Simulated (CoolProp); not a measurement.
Vapour-liquid equilibrium of R134a (1) + R124 (2) at 0.17 MPa; x and y are mole fractions of (1).

Computed with CoolProp (multi-fluid Helmholtz-energy mixture model, Tillner-Roth 1994 and de Vries 1995; pair parameters Bell 2016).

| x | bubble temperature, mixture model (°C) | bubble temperature, Raoult's law (°C) | y, mixture model | y, Raoult's law |
|---|---|---|---|---|
| 0.05 | -0.3 | 0.1 | 0.094 | 0.086 |
| 0.2 | -3.8 | -2.8 | 0.324 | 0.311 |
| 0.35 | -6.6 | -5.4 | 0.499 | 0.494 |
| 0.5 | -8.9 | -7.7 | 0.639 | 0.645 |
| 0.65 | -10.8 | -9.8 | 0.757 | 0.772 |
| 0.8 | -12.4 | -11.8 | 0.863 | 0.880 |
| 0.95 | -13.7 | -13.6 | 0.966 | 0.972 |

The largest gap from Raoult's law is -1.2 K in bubble temperature, at x = 0.35. No azeotrope shows between x = 0.05 and 0.95.

The pair parameters rest on a limited set of measurements; away from them the model extrapolates.
